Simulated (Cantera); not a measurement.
**Equilibrium for halide evaporation, hydrolysis and transport: FeCl₂ + HCl + H₂**

Input: 1 mol FeCl₂, a varied amount of HCl, 1.8 mol H₂, at 500 °C and 1.00 bar.

Method: chemical equilibrium by Gibbs-energy minimisation in Cantera with the NASA 1993 tables (ideal gas, pure condensed phases). Candidate condensed phases: Fe, FeCl₂, FeCl₃; 11 gas species. Kinetics and transport are ignored.

```json
[
 {"n(HCl) (mol)": "0.03", "x H₂": "0.971", "x HCl": "0.0293", "x FeCl₂": "3.46e-5", "x Fe₂Cl₄": "2.20e-6", "x FeCl₃": "2.83e-9", "n Fe(α)": "0.0120", "n FeCl₂(s)": "0.988"},
 {"n(HCl) (mol)": "0.051", "x H₂": "0.971", "x HCl": "0.0293", "x FeCl₂": "3.46e-5", "x Fe₂Cl₄": "2.20e-6", "x FeCl₃": "2.83e-9", "n Fe(α)": "0.00168", "n FeCl₂(s)": "0.998"},
 {"n(HCl) (mol)": "0.084", "x H₂": "0.955", "x HCl": "0.0446", "x FeCl₂": "3.46e-5", "x Fe₂Cl₄": "2.20e-6", "x FeCl₃": "4.33e-9", "n Fe(α)": "0", "n FeCl₂(s)": "1.000"},
 {"n(HCl) (mol)": "0.14", "x H₂": "0.928", "x HCl": "0.0722", "x FeCl₂": "3.46e-5", "x Fe₂Cl₄": "2.20e-6", "x FeCl₃": "7.11e-9", "n Fe(α)": "0", "n FeCl₂(s)": "1.000"},
 {"n(HCl) (mol)": "0.23", "x H₂": "0.887", "x HCl": "0.113", "x FeCl₂": "3.46e-5", "x Fe₂Cl₄": "2.20e-6", "x FeCl₃": "1.14e-8", "n Fe(α)": "0", "n FeCl₂(s)": "1.000"},
 {"n(HCl) (mol)": "0.39", "x H₂": "0.822", "x HCl": "0.178", "x FeCl₂": "3.46e-5", "x Fe₂Cl₄": "2.20e-6", "x FeCl₃": "1.87e-8", "n Fe(α)": "0", "n FeCl₂(s)": "1.000"},
 {"n(HCl) (mol)": "0.64", "x H₂": "0.738", "x HCl": "0.262", "x FeCl₂": "3.46e-5", "x Fe₂Cl₄": "2.20e-6", "x FeCl₃": "2.90e-8", "n Fe(α)": "0", "n FeCl₂(s)": "1.000"},
 {"n(HCl) (mol)": "1.1", "x H₂": "0.621", "x HCl": "0.379", "x FeCl₂": "3.46e-5", "x Fe₂Cl₄": "2.20e-6", "x FeCl₃": "4.57e-8", "n Fe(α)": "0", "n FeCl₂(s)": "1.000"},
 {"n(HCl) (mol)": "1.8", "x H₂": "0.500", "x HCl": "0.500", "x FeCl₂": "3.46e-5", "x Fe₂Cl₄": "2.20e-6", "x FeCl₃": "6.71e-8", "n Fe(α)": "0", "n FeCl₂(s)": "1.000"}
]
```
x: gas mole fraction; n: condensed amount in mol.

From 0.03 mol HCl to 0.051 mol HCl the condensed part is Fe(α) + FeCl₂(s). From 0.084 mol HCl to 1.8 mol HCl the condensed part is FeCl₂(s). The main Fe-bearing gas is FeCl₂ throughout.
